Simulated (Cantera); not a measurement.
A perfectly stirred reactor is fed with 31.2 % C2H6, 68.8 % N2, at 0.390 bar; it is held at 1350 K, and followed from long to short residence time.

Model: GRI-Mech 3.0 (53 species, 325 reactions), integrated in Cantera. GRI-Mech 3.0 stops at C3 and has no aromatics, soot or wall deposition, so with more carbon than oxygen in the feed, carbon stays in small species such as C2H2 where larger ones or solid carbon would form.

Question: Predict: x(C2H6) at τ = 3.60 s; x(H) at τ = 3.60 s; x(H2) at τ = 3.60 s; x(C2H4) at τ = 3.60 s; x(C2H6) at τ = 0.100 s; x(H) at τ = 0.100 s; x(H2) at τ = 0.100 s; x(C2H4) at τ = 0.100 s.

Answer: 
```json
{
 "x(C2H6) at τ = 3.60 s": "0.000507",
 "x(H) at τ = 3.60 s": "6.84e-6",
 "x(H2) at τ = 3.60 s": "0.289",
 "x(C2H4) at τ = 3.60 s": "0.0291",
 "x(C2H6) at τ = 0.100 s": "0.00560",
 "x(H) at τ = 0.100 s": "1.96e-5",
 "x(H2) at τ = 0.100 s": "0.269",
 "x(C2H4) at τ = 0.100 s": "0.0624"
}
```
